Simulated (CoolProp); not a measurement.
Vapour-liquid equilibrium of toluene (1) + n-octane (2) at 485.3 K; x and y are mole fractions of (1).

Values from CoolProp's multi-fluid Helmholtz-energy mixture model, Lemmon 2006 and Beckmüller 2019; pair parameters Bell 2016.

```
x     bubble pressure, mixture model (bar)  bubble pressure, Raoult's law (bar)  y, mixture model  y, Raoult's law
----  ------------------------------------  -----------------------------------  ----------------  ---------------
0.05                                 7.074                                7.004             0.069            0.066
0.15                                 7.433                                7.241             0.196            0.192
0.25                                 7.764                                7.478             0.310            0.309
0.35                                 8.067                                7.715             0.415            0.420
0.45                                 8.339                                7.952             0.512            0.524
0.55                                 8.580                                8.189             0.603            0.622
0.65                                 8.789                                8.426             0.691            0.714
0.75                                 8.966                                8.662             0.777            0.801
0.85                                 9.109                                8.899             0.864            0.884
0.95                                 9.216                                9.136             0.954            0.962
```

The largest gap from Raoult's law is +4.9 % in bubble pressure, at x = 0.45. No azeotrope shows between x = 0.05 and 0.95.

The pair parameters rest on a limited set of measurements; away from them the model extrapolates.
